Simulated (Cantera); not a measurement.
**C2H2 + NH3 + N2 + H2 (carbon deposition, reforming and gasification)**

Charge: 1 mol C2H2, 1.1 mol NH3, 0.89 mol N2, 0.56 mol H2, at 3.60 mbar.

Cantera equilibrium calculation (NASA polynomials, part measured and part estimated; ideal gas, pure solids and liquids). Candidate condensed phases: C, C6H6, C7H8, C8H18; 92 gas species. The numbers say what is thermodynamically allowed, not how fast it happens.

From 1375 K to 2375 K the condensed part is C(graphite). The main C-bearing gas is HCN throughout. The share of C in condensed phases is highest at 1375 K (100.0 %) and lowest at 2375 K (92.8 %).

```csv
T (K),x H2,x N2,x H,x HCN,x C2H2 (acetylene),x HNC,n C(graphite)
1375,0.690,0.310,4.74e-5,0.000187,1.23e-6,2.02e-6,2.00
1475,0.690,0.309,0.000180,0.000408,4.60e-6,6.35e-6,2.00
1575,0.689,0.309,0.000575,0.000808,1.45e-5,1.72e-5,2.00
1675,0.688,0.309,0.00161,0.00147,4.00e-5,4.12e-5,1.99
1775,0.686,0.308,0.00399,0.00249,9.76e-5,8.93e-5,1.99
1875,0.680,0.306,0.00901,0.00398,0.000216,0.000178,1.98
1975,0.671,0.304,0.0187,0.00602,0.000436,0.000327,1.97
2075,0.655,0.299,0.0359,0.00868,0.000812,0.000562,1.95
2175,0.628,0.293,0.0645,0.0119,0.00140,0.000906,1.92
2275,0.588,0.284,0.108,0.0156,0.00224,0.00137,1.89
2375,0.531,0.272,0.171,0.0194,0.00330,0.00195,1.86
```
x: gas mole fraction; n: condensed amount in mol.
